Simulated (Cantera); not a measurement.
What does this Cantera script print?

```python
import numpy as np
import cantera as ct

gas = ct.Solution("gri30.yaml")
gas.TPX = 1700, 1000000, {'CO': 1, 'H2': 0.41, 'O2': 0.441, 'N2': 1.66}
reactor = ct.IdealGasReactor(gas, energy="on", clone=False)
net = ct.ReactorNet([reactor])
net.rtol, net.atol = 1e-08, 1e-16
show = ['CO', 'H2', 'O2', 'NO', 'N2O']
times = np.geomspace(1e-06, 0.9, 11)

steps = ct.SolutionArray(gas, extra=["t"])
rows = []
print(f"{'t/s':>10s}{'T/K':>9s}{'P/Pa':>11s}" + "".join(f"{s:>11s}" for s in show))
for t in times:
    while net.time < t:
        t_next = net.step()
        steps.append(gas.state, t=t_next)
    rows.append([np.interp(t, steps.t, y) for y in (steps.T, steps.P, *steps(*show).X.T)])
    print(f"{t:10.3e}{rows[-1][0]:9.1f}{rows[-1][1]:11.4g}" + "".join(f"{x:11.3e}" for x in rows[-1][2:]))
rate = np.gradient(steps.T, steps.t)
print("integrator steps:", len(steps.t))
if steps.T.max() > steps.T[0] + 200:
    print(f"time of steepest temperature rise: {steps.t[rate.argmax()]:.4e} s")
gas.TPX = 1700, 1000000, {'CO': 1, 'H2': 0.41, 'O2': 0.441, 'N2': 1.66}
gas.equilibrate("UV")
print(f"equilibrium (UV): T = {gas.T:.1f} K  " + "  ".join(f"{s} {gas[s].X[0]:.3e}" for s in show))
```

Output:

```
       t/s      T/K       P/Pa         CO         H2         O2         NO        N2O
 1.000e-06   1808.8  1.058e+06  2.795e-01  7.302e-02  1.003e-01  5.967e-07  7.407e-08
 3.939e-06   3181.9  1.713e+06  1.945e-01  1.921e-02  1.714e-02  1.017e-03  1.668e-06
 1.552e-05   3247.4  1.739e+06  1.917e-01  1.885e-02  1.352e-02  6.194e-03  2.085e-06
 6.113e-05   3233.4  1.731e+06  1.928e-01  1.924e-02  1.206e-02  1.165e-02  2.295e-06
 2.408e-04   3232.5  1.731e+06  1.929e-01  1.927e-02  1.197e-02  1.200e-02  2.314e-06
 9.487e-04   3232.5  1.731e+06  1.929e-01  1.927e-02  1.197e-02  1.200e-02  2.314e-06
 3.737e-03   3232.5  1.731e+06  1.929e-01  1.927e-02  1.197e-02  1.200e-02  2.314e-06
 1.472e-02   3232.5  1.731e+06  1.929e-01  1.927e-02  1.197e-02  1.200e-02  2.314e-06
 5.800e-02   3232.5  1.731e+06  1.929e-01  1.927e-02  1.197e-02  1.200e-02  2.314e-06
 2.285e-01   3232.5  1.731e+06  1.929e-01  1.927e-02  1.197e-02  1.200e-02  2.314e-06
 9.000e-01   3232.5  1.731e+06  1.929e-01  1.927e-02  1.197e-02  1.200e-02  2.314e-06
integrator steps: 1131
time of steepest temperature rise: 1.1315e-06 s
equilibrium (UV): T = 3232.5 K  CO 1.929e-01  H2 1.927e-02  O2 1.197e-02  NO 1.200e-02  N2O 2.314e-06
```

Detailed kinetics in Cantera: GRI-Mech 3.0 (53 species, 325 reactions). The hydrogen kinetics of GRI-Mech 3.0 are dated; newer H2 mechanisms differ, most at raised pressure. Above 3000 K some thermodynamic fits are extrapolated.
